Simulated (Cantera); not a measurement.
A Cantera script and its output.

```python
import numpy as np
import cantera as ct

gas = ct.Solution("h2o2.yaml")
gas.TPX = 375, 13332, {'H2': 1, 'O2': 0.385, 'N2': 2.3}
flame = ct.FreeFlame(gas, width=0.16)
flame.set_refine_criteria(ratio=3, slope=0.08, curve=0.16)
flame.transport_model = "mixture-averaged"
flame.solve(loglevel=0, auto=True)
z, T = flame.grid, flame.T
thick = (T[-1] - T[0]) / np.gradient(T, z).max()
show = ['H2', 'O2', 'OH', 'H2O2', 'O', 'H']
print(f"laminar burning velocity  {flame.velocity[0] * 100:.3f} cm/s")
print(f"burnt temperature         {T[-1]:.1f} K")
print(f"thermal thickness         {thick * 1e3:.4f} mm")
print(f"grid points               {len(z)}")
z0 = z[flame.heat_release_rate.argmax()]
print(f"{'z/mm':>9s}{'T/K':>9s}{'u/(m/s)':>9s}" + "".join(f"{s:>11s}" for s in show))
rows = []
for k in (-3, -2, -1.5, -1, -0.5, -0.25, 0, 0.25, 0.5, 1, 2, 4, 8):
    zz = z0 + k * thick
    rows.append([k * thick, np.interp(zz, z, T), np.interp(zz, z, flame.velocity),
                 *(np.interp(zz, z, flame.X[gas.species_index(s)]) for s in show)])
    print(f"{rows[-1][0] * 1e3:9.3f}{rows[-1][1]:9.1f}{rows[-1][2]:9.3f}" + "".join(f"{x:11.3e}" for x in rows[-1][3:]))
```

It prints:

```
laminar burning velocity  207.122 cm/s
burnt temperature         1967.5 K
thermal thickness         5.9959 mm
grid points               134
     z/mm      T/K  u/(m/s)         H2         O2         OH       H2O2          O          H
  -17.988    375.0    2.071  2.714e-01  1.045e-01  2.856e-18  5.504e-17  6.122e-16  3.688e-18
  -11.992    375.0    2.071  2.714e-01  1.045e-01  3.834e-16  1.157e-14  8.220e-14  5.251e-16
   -8.994    375.0    2.071  2.714e-01  1.045e-01  8.359e-15  3.565e-13  1.792e-12  1.396e-14
   -5.996    375.0    2.071  2.713e-01  1.045e-01  1.511e-12  1.308e-10  2.596e-10  4.231e-11
   -2.998    381.0    2.098  2.691e-01  1.047e-01  1.012e-05  2.963e-06  1.140e-06  1.559e-05
   -1.499    578.4    3.126  2.419e-01  9.970e-02  4.484e-04  1.381e-05  8.036e-05  4.512e-03
    0.000    966.6    5.084  1.530e-01  6.953e-02  1.001e-03  2.769e-07  2.474e-03  3.669e-02
    1.499   1224.6    6.376  6.970e-02  2.066e-02  2.880e-03  3.615e-07  5.130e-03  6.554e-02
    2.998   1331.4    6.894  5.499e-02  9.507e-03  3.766e-03  3.557e-07  4.613e-03  6.537e-02
    5.996   1440.2    7.407  5.638e-02  6.903e-03  4.611e-03  3.062e-07  4.057e-03  5.549e-02
   11.992   1555.3    7.937  5.950e-02  5.233e-03  5.208e-03  2.036e-07  3.244e-03  4.370e-02
   23.984   1669.1    8.448  6.180e-02  3.529e-03  5.312e-03  1.117e-07  2.251e-03  3.229e-02
   47.967   1768.7    8.885  6.332e-02  2.057e-03  4.778e-03  5.682e-08  1.326e-03  2.245e-02
```

Cantera simulation using the H2/O2 subset of GRI-Mech 3.0, which has no nitrogen chemistry; the numbers are that mechanism's predictions, not measurements. Burning velocities carry a grid error of a few per cent, more on coarse grids.
